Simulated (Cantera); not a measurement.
Input: 1 mol SiH4, a varied amount of O3, 0.34 mol H2, 0.92 mol H2O, held at 1100 K and 0.840 bar.

Cantera equilibrium calculation (NASA polynomials, part measured and part estimated; ideal gas, pure solids and liquids). Candidate condensed phases: H2O, Si, SiO2; 18 gas species. Mutual solubility and eutectic melting of coexisting phases are not modelled. Rates play no part.

Q: Which condensed phases are stable at each of these points (n(O3) (mol)): 0.28, 0.65, 1, 1.4, 1.8, 2.2, 2.5, 2.9, 3.3, 3.7, 4, 4.4?

A: 
| n(O3) (mol) | condensed phases | Si condensed (%) |
|---|---|---|
| 0.28 | Si(s) + SiO2(β-quartz) | 100.0 |
| 0.65 | SiO2(β-quartz) | 100.0 |
| 1 | SiO2(β-quartz) | 100.0 |
| 1.4 | SiO2(β-quartz) | 100.0 |
| 1.8 | SiO2(β-quartz) | 100.0 |
| 2.2 | SiO2(β-quartz) | 100.0 |
| 2.5 | SiO2(β-quartz) | 100.0 |
| 2.9 | SiO2(β-quartz) | 100.0 |
| 3.3 | SiO2(β-quartz) | 100.0 |
| 3.7 | SiO2(β-quartz) | 100.0 |
| 4 | SiO2(β-quartz) | 100.0 |
| 4.4 | SiO2(β-quartz) | 100.0 |

At 0.28 mol O3 the condensed part is Si(s) + SiO2(β-quartz). From 0.65 mol O3 to 4.4 mol O3 the condensed part is SiO2(β-quartz).
